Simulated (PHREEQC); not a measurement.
3.2 g of hydrous ferric oxide (600 m²/g; 0.2 weak and 0.005 strong sites per Fe, Dzombak-Morel constants, diffuse double layer) in 1 kg of water with 0.005 mol/kgw of an inert sodium salt and 0.0006 mol/kgw Ag2SO4 and 6.7e-05 mol/kgw MgCl2, at 25 °C; the pH is set by adding NaOH or the inert anion's acid. Oxygen alone is held at its pressure in air (log pO2 = -0.68). The system is closed to CO2. No solid was allowed to form.

Base run: PHREEQC, ion-association model, wateq4f.dat. Each further column changes one thing. The table gives Ag sorbed (%).

```json
[
 {"pH": "3", "base": "0.0", "no electrostatic term (-no_edl)": "0.0", "background salt from 0.005 to 0.0005 mol/kgw": "0.0", "oxide from 3.2 to 16 g/kgw": "0.1", "0.0021 mol/kgw NaH2PO4 added": "0.0"},
 {"pH": "3.75", "base": "0.4", "no electrostatic term (-no_edl)": "0.0", "background salt from 0.005 to 0.0005 mol/kgw": "0.6", "oxide from 3.2 to 16 g/kgw": "1.8", "0.0021 mol/kgw NaH2PO4 added": "0.1"},
 {"pH": "4.12", "base": "1.3", "no electrostatic term (-no_edl)": "0.0", "background salt from 0.005 to 0.0005 mol/kgw": "1.7", "oxide from 3.2 to 16 g/kgw": "5.8", "0.0021 mol/kgw NaH2PO4 added": "0.5"},
 {"pH": "4.88", "base": "6.5", "no electrostatic term (-no_edl)": "0.1", "background salt from 0.005 to 0.0005 mol/kgw": "7.1", "oxide from 3.2 to 16 g/kgw": "28.3", "0.0021 mol/kgw NaH2PO4 added": "3.4"},
 {"pH": "5.25", "base": "10.0", "no electrostatic term (-no_edl)": "0.4", "background salt from 0.005 to 0.0005 mol/kgw": "10.4", "oxide from 3.2 to 16 g/kgw": "42.6", "0.0021 mol/kgw NaH2PO4 added": "6.6"},
 {"pH": "6", "base": "15.3", "no electrostatic term (-no_edl)": "7.1", "background salt from 0.005 to 0.0005 mol/kgw": "15.5", "oxide from 3.2 to 16 g/kgw": "65.3", "0.0021 mol/kgw NaH2PO4 added": "13.3"},
 {"pH": "6.75", "base": "23.4", "no electrostatic term (-no_edl)": "17.3", "background salt from 0.005 to 0.0005 mol/kgw": "23.8", "oxide from 3.2 to 16 g/kgw": "81.2", "0.0021 mol/kgw NaH2PO4 added": "18.7"},
 {"pH": "7.12", "base": "33.2", "no electrostatic term (-no_edl)": "26.1", "background salt from 0.005 to 0.0005 mol/kgw": "33.7", "oxide from 3.2 to 16 g/kgw": "88.1", "0.0021 mol/kgw NaH2PO4 added": "24.2"},
 {"pH": "7.88", "base": "66.2", "no electrostatic term (-no_edl)": "65.7", "background salt from 0.005 to 0.0005 mol/kgw": "66.7", "oxide from 3.2 to 16 g/kgw": "96.9", "0.0021 mol/kgw NaH2PO4 added": "49.5"},
 {"pH": "8.25", "base": "80.7", "no electrostatic term (-no_edl)": "80.5", "background salt from 0.005 to 0.0005 mol/kgw": "81.0", "oxide from 3.2 to 16 g/kgw": "98.6", "0.0021 mol/kgw NaH2PO4 added": "67.4"},
 {"pH": "9", "base": "95.5", "no electrostatic term (-no_edl)": "92.8", "background salt from 0.005 to 0.0005 mol/kgw": "95.6", "oxide from 3.2 to 16 g/kgw": "99.7", "0.0021 mol/kgw NaH2PO4 added": "93.5"}
]
```

In at least one series the solution becomes supersaturated in solids that the run did not let form, among them Cerargyrite. The oxide is taken as insoluble; below pH 4 it would dissolve. H3PO4, which wateq4f.dat lacks, is added to it with the constant of phreeqc.dat. The database has no phosphate complexes of Ag.
